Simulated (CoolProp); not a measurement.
Computed with CoolProp (reference Helmholtz-energy equation of state, Span 2000).

Task: For nitrogen, give the phase and the density (kg/m³), cv (kJ/(kg K)), isothermal compressibility (1/MPa), Prandtl number at -77.75 °C and 3600 kPa.

Result: 
- -77.75 °C and 3600 kPa: supercritical; density 67.5, cv 0.772, isothermal compressibility 0.300, Prandtl number 0.822

Viscosity comes from a separate model (Lemmon 2004). Thermal conductivity comes from a separate model (Lemmon 2004).
